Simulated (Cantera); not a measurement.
An adiabatic, constant-volume homogeneous reactor starts with CH4 : O2 : N2 = 1 : 5.56 : 20.9 (molar parts), equivalence ratio 0.36, at 1625 K and 28.0 bar. Integrator tolerance rtol = 1e-08.

Cantera simulation using GRI-Mech 3.0 (53 species, 325 reactions); the numbers are that mechanism's predictions, not measurements. The pressure lies above the range GRI-Mech 3.0 was tuned for (to about 10 atm).

What does this change do: initial temperature 1625 to 1100 K?


```csv
quantity,before,after
time of steepest temperature rise,20.6 µs,4.77 ms
temperature at 6.00 s,2514 K,2089 K
equilibrium temperature,2514 K,2089 K
x(CH4) at 6.00 s,<1e-12 (gas-phase equilibrium <1e-12),<1e-12 (gas-phase equilibrium <1e-12)
x(O2) at 6.00 s,0.120 (gas-phase equilibrium 0.120),0.126 (gas-phase equilibrium 0.126)
x(CH2O) at 6.00 s,2.14e-12 (gas-phase equilibrium 2.14e-12),<1e-12 (gas-phase equilibrium <1e-12)
x(H2O) at 6.00 s,0.0703 (gas-phase equilibrium 0.0703),0.0724 (gas-phase equilibrium 0.0724)
x(HO2) at 6.00 s,2.09e-5 (gas-phase equilibrium 2.09e-5),6.24e-6 (gas-phase equilibrium 6.24e-6)
```

What does this change do: pressure from 28.0 bar to 0.290 bar?


| quantity | before | after |
|---|---|---|
| time of steepest temperature rise | 20.6 µs | 0.978 ms |
| temperature at 6.00 s | 2514 K | 2419 K |
| equilibrium temperature | 2514 K | 2419 K |
| x(CH4) at 6.00 s | <1e-12 (gas-phase equilibrium <1e-12) | <1e-12 (gas-phase equilibrium <1e-12) |
| x(O2) at 6.00 s | 0.120 (gas-phase equilibrium 0.120) | 0.119 (gas-phase equilibrium 0.119) |
| x(CH2O) at 6.00 s | 2.14e-12 (gas-phase equilibrium 2.14e-12) | <1e-12 (gas-phase equilibrium <1e-12) |
| x(H2O) at 6.00 s | 0.0703 (gas-phase equilibrium 0.0703) | 0.0658 (gas-phase equilibrium 0.0658) |
| x(HO2) at 6.00 s | 2.09e-5 (gas-phase equilibrium 2.09e-5) | 4.94e-6 (gas-phase equilibrium 4.94e-6) |

What does this change do: pressure from 28.0 bar to 0.320 bar?


| quantity | before | after |
|---|---|---|
| time of steepest temperature rise | 20.6 µs | 0.892 ms |
| temperature at 6.00 s | 2514 K | 2422 K |
| equilibrium temperature | 2514 K | 2422 K |
| x(CH4) at 6.00 s | <1e-12 (gas-phase equilibrium <1e-12) | <1e-12 (gas-phase equilibrium <1e-12) |
| x(O2) at 6.00 s | 0.120 (gas-phase equilibrium 0.120) | 0.119 (gas-phase equilibrium 0.119) |
| x(CH2O) at 6.00 s | 2.14e-12 (gas-phase equilibrium 2.14e-12) | <1e-12 (gas-phase equilibrium <1e-12) |
| x(H2O) at 6.00 s | 0.0703 (gas-phase equilibrium 0.0703) | 0.0660 (gas-phase equilibrium 0.0660) |
| x(HO2) at 6.00 s | 2.09e-5 (gas-phase equilibrium 2.09e-5) | 5.12e-6 (gas-phase equilibrium 5.12e-6) |
